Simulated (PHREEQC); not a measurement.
1.1 g of hydrous ferric oxide (600 m²/g; 0.2 weak and 0.005 strong sites per Fe, Dzombak-Morel constants, diffuse double layer) in 1 kg of water with 0.05 mol/kgw of an inert sodium salt, at 25 °C; the pH is set by adding NaOH or the inert anion's acid. Oxygen alone is held at its pressure in air (log pO2 = -0.68). No CO2 enters from the air. Nothing may precipitate in this run.

All values are PHREEQC results (ion-association model, wateq4f.dat), not measurements.

| pH | surface charge σ (C/m²) | surface potential ψ (mV) |
|---|---|---|
| 4 | 0.295 | 159 |
| 5 | 0.181 | 135 |
| 6 | 0.089 | 99 |
| 7 | ___ | 56 |
| 8 | 0.003 | 6 |
| 9 | -0.026 | ___ |
| 10 | ___ | -90 |
| 11 | ___ | ___ |
| 12 | -0.282 | -152 |

Q: Complete the blanks.

A: 
- 7, surface charge σ (C/m²): 0.034
- 9, surface potential ψ (mV): -45
- 10, surface charge σ (C/m²): -0.074
- 11, surface charge σ (C/m²): -0.159
- 11, surface potential ψ (mV): -128
